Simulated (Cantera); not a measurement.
Input: 1 mol Cu, 12 mol H2O, 0.66 mol CO, 0.93 mol NH3, at 1477 °C and 1000 Pa.

Method: chemical equilibrium by Gibbs-energy minimisation in Cantera with the NASA 1993 tables (ideal gas, pure condensed phases). Candidate condensed phases: C, C6H6, C7H8, C8H18, Cu, CuO, Cu(OH)2, Cu2O, H2O; 139 gas species. The numbers say what is thermodynamically allowed, not how fast it happens.

Question: What is the equilibrium state?

Answer: 
```
Quantity                                    Value
--------------------------------------  ---------
x(H2O)                                      0.773
x(H2)                                       0.121
x(N2)                                      0.0310
x(Cu)                                      0.0299
x(CO2)                                     0.0281
x(CO)                                      0.0159
x(H)                                     0.000809
x(OH)                                    0.000303
x(Cu2)                                    4.58e-5
n(Cu(l))                                0.551 mol
gas amount                              14.98 mol
log10 activity of C(graphite) (absent)      -8.04
```
